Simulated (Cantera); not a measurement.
Cantera run:

```python
import numpy as np
import cantera as ct

gas_names = """
    H HNO HNO2 HNO3 HO2 H2 H2O H2O2 N NH NH2 NH3 NH2OH NO NO2 NO3 N2 N2H2 N2H4 N2O O OH O2 O3 Pb PbO Pb2
""".split()
cond_names = """
    H2O(s) H2O(L) Pb(cr) Pb(L) PbO(rd) PbO(yw) PbO(L) PbO2(s) Pb3O4(s)
""".split()


# ... load() reads the species with a 1 bar reference pressure and builds the phases ...
atoms = {
    'PbO': {'Pb': 1, 'O': 1},
    'H2': {'H': 2},
    'N2': {'N': 2},
}
top_T = {'Pb3O4(s)': 820}  # K; cautious upper limits of use, not melting points


# ... equilibrate(T, P, feed) seeds the gas with the atoms and calls Mixture.equilibrate('TP', solver="vcs", rtol=1e-11, max_steps=5000) ...
results = []
feed = {'PbO': 1, 'H2': 0.14, 'N2': 16}  # mol
P = 1333.22  # Pa
for T in [500, 550, 600, 650, 700, 750, 800, 850, 900, 950, 1000]:
    mix = equilibrate(T, P, feed)
    results.append((T, P, feed, dict(zip(mix.species_names, mix.species_moles))))

top = {s: max(r[3][s] / sum(r[3][g] for g in gas_names) for r in results) for s in gas_names}
cols = sorted((s for s in top if top[s] > 0.001), key=lambda s: -top[s])[:6]
seen = [c for c in cond_names if any(r[3].get(c, 0) > 1e-12 for r in results)]
print("log10 of partial pressures in bar; condensed amounts in mol")
print(f"{'T/K':>10s}" + "".join(f"{s[:9]:>10s}" for s in cols + seen))
for T, P, feed, n in results:
    ng = sum(n[g] for g in gas_names)
    print(f"{T:10.4g}" + "".join(f"{np.log10(max(n[s] / ng * P / 1e5, 1e-99)):10.3f}" for s in cols)
          + "".join(f"{n.get(c, 0):10.4g}" for c in seen))
```

Result:

```
log10 of partial pressures in bar; condensed amounts in mol
       T/K        N2       H2O        Pb    Pb(cr)     Pb(L)   PbO(rd)   PbO(yw)
       500    -1.879    -3.937   -14.655      0.14         0      0.86         0
       550    -1.879    -3.937   -12.816      0.14         0      0.86         0
       600    -1.879    -3.937   -11.287      0.14         0      0.86         0
       650    -1.879    -3.937   -10.029         0      0.14      0.86         0
       700    -1.879    -3.937    -8.953         0      0.14      0.86         0
       750    -1.879    -3.937    -8.023         0      0.14      0.86         0
       800    -1.879    -3.937    -7.212         0    0.1399         0      0.86
       850    -1.879    -3.937    -6.497         0    0.1396         0      0.86
       900    -1.879    -3.937    -5.864         0    0.1383         0      0.86
       950    -1.879    -3.937    -5.298         0    0.1339         0      0.86
      1000    -1.879    -3.937    -4.791         0    0.1203         0    0.8597
```

Equilibrium computed with Cantera from the NASA thermochemical tables; the gas is ideal and each condensed phase is pure.
